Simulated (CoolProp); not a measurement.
Vapour-liquid equilibrium of CHF3 (R23) (1) + C2F6 (R116) (2) at 46.6 kPa; x and y are mole fractions of (1).

Values from CoolProp's multi-fluid Helmholtz-energy mixture model, Penoncello 2003 and Lemmon 2006; pair parameters Bell 2016.

```
x     bubble temperature, mixture model (K)  bubble temperature, Raoult's law (K)  y, mixture model  y, Raoult's law
----  -------------------------------------  ------------------------------------  ----------------  ---------------
0.05                                    [?]                                 181.6             0.239            0.060
0.2                                     [?]                                 181.1             0.479            0.234
0.35                                  173.2                                 180.6             0.536            0.397
0.5                                   173.1                                 180.1             0.553            0.550
0.65                                  173.1                                 179.7             0.565            0.694
0.8                                     [?]                                 179.2             0.608            0.830
0.95                                    [?]                                 178.8             0.807            0.959
```

**Question.** Complete the blanks.

**Answer.** 
- 0.05, bubble temperature, mixture model (K): 178.2
- 0.2, bubble temperature, mixture model (K): 174.1
- 0.8, bubble temperature, mixture model (K): 173.5
- 0.95, bubble temperature, mixture model (K): 176.2

The largest gap from Raoult's law is -7.4 K in bubble temperature, at x = 0.35. y crosses x between x = 0.5 and 0.65: the model has an azeotrope there.

The pair parameters rest on a limited set of measurements; away from them the model extrapolates.
